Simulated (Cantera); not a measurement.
Mixture: H₂ : O₂ : N₂ = 1 : 0.294 : 1.11 (molar parts), at 10.0 bar, adiabatic and at constant pressure. Ignition delay is the time to a rise of 400 K.

Computed with Cantera and the H2/O2 subset of GRI-Mech 3.0, which has no nitrogen chemistry. The hydrogen kinetics of GRI-Mech 3.0 are dated; newer H2 mechanisms differ, most at raised pressure.

Task: What does this change do: pressure from 10.0 bar to 1.00 bar?

Result: 
```tsv
quantity	before	after
delay at 1098 K	0.769 ms	99.9 µs
delay at 1148 K	0.240 ms	69.1 µs
delay at 1198 K	63.2 µs	51.2 µs
delay at 1248 K	14.0 µs	39.8 µs
delay at 1298 K	5.70 µs	32.2 µs
delay at 1348 K	3.51 µs	26.9 µs
```
Where the delays flatten at high temperature, the 400 K rule measures the pace of heat release, not the induction time.

Task: What does this change do: constant volume in place of constant pressure?

Result: 
| quantity | before | after |
|---|---|---|
| delay at 1098 K | 0.769 ms | 0.726 ms |
| delay at 1148 K | 0.240 ms | 0.231 ms |
| delay at 1198 K | 63.2 µs | 61.9 µs |
| delay at 1248 K | 14.0 µs | 13.7 µs |
| delay at 1298 K | 5.70 µs | 5.51 µs |
| delay at 1348 K | 3.51 µs | 3.37 µs |
